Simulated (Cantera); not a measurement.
Feed: 1 mol B2O3, 0.096 mol H2O, 7.7 mol H2, held at 330 Pa.

These are equilibrium values from Cantera (NASA tables, ideal gas, pure condensed phases), not measurements of a reactor. Candidate condensed phases: B, B2O3, B3O3H3, H2O; 23 gas species. Rates play no part.

Q: At 2423 K, list the 4 most abundant gas species with their mole fractions, and the condensed phases.

A: H2 0.564, H 0.232, BO 0.0798, HBO2 0.0515. Condensed: gas only.
